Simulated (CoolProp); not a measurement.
Properties of R1234yf at several states (Tc = 94.7 °C, pc = 3.384 MPa, ω = 0.276).

Model: reference Helmholtz-energy equation of state, Lemmon 2022, in CoolProp.

```json
[
 {"T (°C)": "-7.05", "p (MPa)": "2.61", "phase": "liquid", "cp (kJ/(kg K))": "[?]", "Prandtl number": "[?]"},
 {"T (°C)": "103.35", "p (MPa)": "0.108", "phase": "gas", "cp (kJ/(kg K))": "[?]", "Prandtl number": "[?]"},
 {"T (°C)": "0.95", "p (MPa)": "2.32", "phase": "liquid", "cp (kJ/(kg K))": "[?]", "Prandtl number": "3.63"},
 {"T (°C)": "118.45", "p (MPa)": "8.55", "phase": "supercritical", "cp (kJ/(kg K))": "1.723", "Prandtl number": "[?]"},
 {"T (°C)": "-58.65", "p (MPa)": "0.366", "phase": "liquid", "cp (kJ/(kg K))": "[?]", "Prandtl number": "[?]"}
]
```

### Question
Some entries are withheld; supply them.

### Answer

- -7.05, cp (kJ/(kg K)): 1.266
- -7.05, Prandtl number: 3.81
- 103.35, cp (kJ/(kg K)): 1.037
- 103.35, Prandtl number: 0.791
- 0.95, cp (kJ/(kg K)): 1.289
- 118.45, Prandtl number: 2.31
- -58.65, cp (kJ/(kg K)): 1.158
- -58.65, Prandtl number: 5.61

Viscosity comes from a separate model (Bell 2016), an estimate that may be off by 10 % or more. Thermal conductivity comes from a separate model (Perkins 2011).
